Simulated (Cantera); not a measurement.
# Premixed flame

A freely propagating, adiabatic, planar premixed flame of 8.91 % CH4, 1.87 % C2H6, 18.7 % O2, 70.5 % N2, equivalence ratio 1.3, unburnt at 600 K and 0.849 atm; mixture-averaged transport, grid criteria slope 0.08 and curve 0.16, no radiation.

Model: GRI-Mech 3.0 (53 species, 325 reactions), integrated in Cantera. Burning velocities carry a grid error of a few per cent, more on coarse grids.

| z (mm) | T (K) | u (m/s) | x CH4 | x C2H6 | x O2 | x HCO | x CH2 | x NO |
|---|---|---|---|---|---|---|---|---|
| -1.20 | 600 | 1.12 | 0.0889 | 0.0187 | 0.187 | <1e-8 | <1e-8 | <1e-8 |
| -0.803 | 603 | 1.13 | 0.0883 | 0.0186 | 0.186 | <1e-8 | <1e-8 | 1.10e-8 |
| -0.602 | 616 | 1.16 | 0.0871 | 0.0185 | 0.184 | <1e-8 | <1e-8 | 6.47e-8 |
| -0.401 | 699 | 1.33 | 0.0818 | 0.0178 | 0.176 | <1e-8 | <1e-8 | 5.84e-7 |
| -0.201 | 1137 | 2.22 | 0.0574 | 0.0120 | 0.136 | 1.74e-6 | 4.46e-7 | 5.68e-6 |
| -0.100 | 1538 | 3.05 | 0.0325 | 0.00445 | 0.0914 | 2.64e-5 | 1.66e-5 | 1.28e-5 |
| 0 | 1890 | 3.80 | 0.00940 | 0.000271 | 0.0446 | 6.29e-5 | 9.96e-5 | 2.54e-5 |
| 0.100 | 2058 | 4.15 | 0.00124 | 2.62e-6 | 0.0174 | 3.17e-5 | 6.88e-5 | 4.46e-5 |
| 0.201 | 2106 | 4.24 | 0.000108 | 1.93e-8 | 0.00704 | 5.51e-6 | 1.24e-5 | 6.28e-5 |
| 0.401 | 2131 | 4.27 | 8.96e-7 | <1e-8 | 0.00256 | 2.03e-7 | 1.75e-7 | 8.14e-5 |
| 0.803 | 2153 | 4.31 | <1e-8 | <1e-8 | 0.00168 | 1.17e-7 | <1e-8 | 9.12e-5 |
| 1.61 | 2181 | 4.36 | <1e-8 | <1e-8 | 0.00121 | 9.56e-8 | <1e-8 | 9.66e-5 |
| 3.21 | 2213 | 4.41 | <1e-8 | <1e-8 | 0.000730 | 7.13e-8 | <1e-8 | 0.000102 |
x: mole fraction of selected species; z is measured from the peak of heat release.

The laminar burning velocity is 111 cm/s and the thermal thickness is 0.401 mm. The peak x(HCO) comes out as 6.29e-5, the peak x(CH2) comes out as 0.000109 and the grid points is 154.
